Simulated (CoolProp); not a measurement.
A single-stage vapour-compression cycle with R152A: evaporating at 228.15 K (dew point), condensing at 296.15 K (bubble point), superheat 2 K, subcooling 5 K, compressor efficiency 0.75, no pressure losses. Each further row changes one setting.

Computed with CoolProp (reference Helmholtz-energy equation of state, Outcalt 1996). It is a modified Benedict-Webb-Rubin equation, recast in Helmholtz form.

| case | cooling COP | pressure ratio | discharge temperature (K) | refrigerating effect (kJ/kg) | volumetric capacity (kJ/m³) |
|---|---|---|---|---|---|
| as stated | 1.99 | 15.5 | 359.3 | 245 | 313 |
| evaporating temperature 233.15 K | 2.24 | 11.9 | 352.6 | 249 | 407 |
| condensing temperature 291.15 K | 2.20 | 13.3 | 351.7 | 254 | 324 |
| subcooling 10 K | 2.06 | 15.5 | 359.3 | 254 | 324 |
| superheat 12 K | 1.97 | 15.5 | 370.9 | 254 | 310 |
| compressor efficiency 0.65 | 1.72 | 15.5 | 374.5 | 245 | 313 |
